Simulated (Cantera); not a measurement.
A Cantera script and what it prints.

```python
import numpy as np
import cantera as ct

gas_names = """
    CL CL2 H HCL H2 Sr SrCL SrCL2
""".split()
cond_names = """
    Sr(a) Sr(b) Sr(L) SrCL2(a) SrCL2(b) SrCL2(L)
""".split()


# ... load() reads the species with a 1 bar reference pressure and builds the phases ...
atoms = {
    'SrCl2': {'Sr': 1, 'CL': 2},
    'HCl': {'H': 1, 'CL': 1},
    'H2': {'H': 2},
}
top_T = {}  # K; cautious upper limits of use, not melting points


# ... equilibrate(T, P, feed) seeds the gas with the atoms and calls Mixture.equilibrate('TP', solver="vcs", rtol=1e-11, max_steps=5000) ...
results = []
feed = {'SrCl2': 1, 'HCl': 0.15, 'H2': 1.4}  # mol
T = 1125  # K
P = 7.8  # Pa
mix = equilibrate(T, P, feed)
results.append((T, P, feed, dict(zip(mix.species_names, mix.species_moles))))
x = sorted(zip(gas.X, gas.species_names), reverse=True)
print(f"T = {T:g} K  P = {P:g} Pa  gas = {mix.phase_moles(0):.4g} mol")
print("   x: " + "  ".join(f"{s} {v:.3e}" for v, s in x if v > 0.0001))
print("   condensed (mol): " + ("  ".join(f"{mix.phase(i).name} {mix.phase_moles(i):.4g}"
      for i in range(1, mix.n_phases) if mix.phase_moles(i) > 1e-12) or "none"))
```

Result:

```
T = 1125 K  P = 7.8 Pa  gas = 1.553 mol
   x: H2 9.014e-01  HCL 9.658e-02  SrCL2 2.015e-03
   condensed (mol): SrCL2(b) 0.9969
```

Method: chemical equilibrium by Gibbs-energy minimisation in Cantera with the NASA 1993 tables (ideal gas, pure condensed phases).
